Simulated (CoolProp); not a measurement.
R1234yf at several states: fugacity coefficient from the reference equation and from simpler models built on Tc = 367.8 K, pc = 33.84 bar, ω = 0.276; each cubic takes its own stable root.

The numbers come from the reference Helmholtz-energy equation of state, Lemmon 2022 in CoolProp.

```json
[
 {"T (K)": "152.5", "p (bar)": "1.51", "phase": "liquid", "reference": "0.0005988", "Soave-Redlich-Kwong": "0.0005842", "Peng-Robinson": "0.0006918"},
 {"T (K)": "201.9", "p (bar)": "1.97", "phase": "liquid", "reference": "0.05191", "Soave-Redlich-Kwong": "0.05074", "Peng-Robinson": "0.05307"},
 {"T (K)": "192.9", "p (bar)": "0.494", "phase": "liquid", "reference": "0.1076", "Soave-Redlich-Kwong": "0.1045", "Peng-Robinson": "0.1111"},
 {"T (K)": "148.4", "p (bar)": "4.24", "phase": "liquid", "reference": "0.0001234", "Soave-Redlich-Kwong": "0.0001213", "Peng-Robinson": "0.0001458"},
 {"T (K)": "265.2", "p (bar)": "60.4", "phase": "liquid", "reference": "0.04682", "Soave-Redlich-Kwong": "0.04888", "Peng-Robinson": "0.04691"}
]
```
